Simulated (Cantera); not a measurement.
An isothermal, constant-pressure homogeneous reactor starts with CO : O2 : H2O : N2 = 0.018 : 0.003 : 0.00015 : 1 (molar parts), at 900 K and 9.87 atm. Integrator tolerance rtol = 1e-08.

Cantera simulation using GRI-Mech 3.0 (53 species, 325 reactions); the numbers are that mechanism's predictions, not measurements.

Problem. What does this change do: temperature 900 to 1173 K?

Solution. 
```json
[
 {"quantity": "x(CO) at 6.00 s", "before": "0.0176 (gas-phase equilibrium 0.0117)", "after": "0.0117 (gas-phase equilibrium 0.0117)"},
 {"quantity": "x(O2) at 6.00 s", "before": "0.00293 (gas-phase equilibrium <1e-12)", "after": "7.71e-10 (gas-phase equilibrium <1e-12)"},
 {"quantity": "x(H2O) at 6.00 s", "before": "0.000147 (gas-phase equilibrium 2.69e-5)", "after": "0.000104 (gas-phase equilibrium 5.81e-5)"},
 {"quantity": "x(H2) at 6.00 s", "before": "1.64e-10 (gas-phase equilibrium 0.000120)", "after": "4.30e-5 (gas-phase equilibrium 8.92e-5)"},
 {"quantity": "x(OH) at 6.00 s", "before": "2.04e-12 (gas-phase equilibrium <1e-12)", "after": "3.61e-11 (gas-phase equilibrium 1.59e-12)"},
 {"quantity": "x(NO2) at 6.00 s", "before": "<1e-12 (gas-phase equilibrium <1e-12)", "after": "<1e-12 (gas-phase equilibrium <1e-12)"},
 {"quantity": "x(O) at 6.00 s", "before": "7.63e-12 (gas-phase equilibrium <1e-12)", "after": "<1e-12 (gas-phase equilibrium <1e-12)"}
]
```
